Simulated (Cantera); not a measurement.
An adiabatic, constant-volume homogeneous reactor starts with 6.38 % CH4, 19.6 % O2, 74.0 % N2, equivalence ratio 0.65, at 1100 K and 1050 Torr.

Detailed kinetics in Cantera: GRI-Mech 3.0 (53 species, 325 reactions).

Question: Predict: time of steepest temperature rise; temperature at 2.00 s; equilibrium temperature; x(O2) at 2.00 s; x(NO2) at 2.00 s.

Answer: 
| Item | Value |
|---|---|
| time of steepest temperature rise | 0.117 s |
| temperature at 2.00 s | 2568 K |
| equilibrium temperature | 2568 K |
| x(O2) at 2.00 s | 0.0620 (gas-phase equilibrium 0.0620) |
| x(NO2) at 2.00 s | 1.11e-5 (gas-phase equilibrium 1.11e-5) |
